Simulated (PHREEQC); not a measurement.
Consider water at 85 °C with 0.0047 mol/kgw CdCl2, 0.0015 mol/kgw H3BO3 and 0.0015 mol/kgw HF. It is in equilibrium with CO2 at log p = -2 (atm). Otherwise closed; pH follows from the charge balance.

Equilibrium calculation in PHREEQC: ion-association model, wateq4f.dat.

This is a speciation only: nothing precipitates in the calculation.

### Question
What pH does the model give?

### Answer
pH 3.34.

### Question
In which forms is Cd present?

### Answer
Cd+2 65 %, CdCl+ 34 %, CdCl2 1.0 % of the Cd.

Constants without temperature data keep their 25 °C values here. Real BF4- forms and hydrolyses slowly; the run takes it at equilibrium.
